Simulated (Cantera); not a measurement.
Input: 1 mol C2F6, 0.027 mol CH4, at 10.0 Torr.

Cantera equilibrium calculation (NASA polynomials, part measured and part estimated; ideal gas, pure solids and liquids). Candidate condensed phases: C, C6H6, C7H8, C8H18; 95 gas species. The feed counts by its element totals alone. Gases not in the tables: C2F6 and larger saturated fluorocarbons. Kinetics and transport are ignored.

log p: log10 of the partial pressure in bar; n: condensed amount in mol.

```tsv
T (°C)	log p F	log p CF2	log p CF	log p HF	n C(graphite)
2325	-2.08	-2.38	-3.44	-3.50	…
2350	-2.06	-2.42	-3.39	-3.51	…
2375	-2.04	-2.46	-3.34	-3.52	…
2400	-2.03	-2.50	-3.30	-3.52	…
2425	-2.02	-2.54	-3.26	-3.53	…
2450	-2.01	-2.59	-3.22	-3.54	0.801
2475	-2.00	-2.63	-3.19	-3.55	0.854
2500	-1.99	-2.68	-3.15	-3.56	0.899
2525	-1.98	-2.73	-3.12	-3.56	0.936
2550	-1.98	-2.77	-3.09	-3.57	0.964
```

Q: What belongs in the gaps?

A: 
- 2325, n C(graphite): 0.465
- 2350, n C(graphite): 0.537
- 2375, n C(graphite): 0.608
- 2400, n C(graphite): 0.677
- 2425, n C(graphite): 0.741
